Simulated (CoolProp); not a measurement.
1000 sccm (0 °C, 1 atm) of nitrogen bubbles through liquid o-xylene at 348.2 K and leaves saturated at a total pressure of 0.0397 MPa (ideal gas phase). Each further row changes one setting.

Model: reference Helmholtz-energy equation of state, Zhou 2012, in CoolProp.

```
case                       vapour pressure (kPa)  mole fraction of vapour  delivery (mg/min)  delivery (sccm)  change of delivery for a bath 1 K warmer (%)
-------------------------  ---------------------  -----------------------  -----------------  ---------------  --------------------------------------------
as stated                                   10.4                    0.262                  ?              355                                           5.7
bath temperature 353.2 K                       ?                    0.320               2230              471                                           6.0
total pressure 0.0794 MPa                   10.4                        ?                714              151                                           4.8
```

Problem. Complete the blanks.

Solution. 
- as stated, delivery (mg/min): 1680
- bath temperature 353.2 K, vapour pressure (kPa): 12.7
- total pressure 0.0794 MPa, mole fraction of vapour: 0.131
